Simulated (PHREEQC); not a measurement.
Dissolve 0.036 mol/kgw H2SO4 and 0.025 mol/kgw Li2SO4 at 25 °C. Closed to the air; pH follows from the charge balance.

Model: ion-association model, phreeqc.dat, run in PHREEQC.

Each row changes one thing in this solution. Precipitation was switched off in this run.

```
case                                             pH  ionic strength (mol/kgw)  HSO4- (mol/kgw)  SO4-2 (mol/kgw)
---------------------------------------------  ----  ------------------------  ---------------  ---------------
as made                                        1.51                     0.110           0.0344           0.0247
0.0015 mol/kgw CdBr2 added                     1.51                     0.113           0.0340           0.0243
temperature from 25 to 85 °C                   1.71                    0.0847           0.0483           0.0118
H2SO4 from 0.036 to 0.018 mol/kgw              1.81                         ?           0.0174           0.0237
Li2SO4 from 0.025 to 0.05 mol/kgw              1.60                     0.166           0.0407           0.0400
Li2SO4 replaced by CuSO4 at the same molality  1.48                     0.109           0.0312           0.0206
Li2SO4 from 0.025 to 0.0275 mol/kgw            1.52                     0.116           0.0352                ?
```

Complete the blanks.


- H2SO4 from 0.036 to 0.018 mol/kgw, ionic strength (mol/kgw): 0.0903
- Li2SO4 from 0.025 to 0.0275 mol/kgw, SO4-2 (mol/kgw): 0.0261

Species that the database lacks are ignored. Constants without temperature data keep their 25 °C values here.
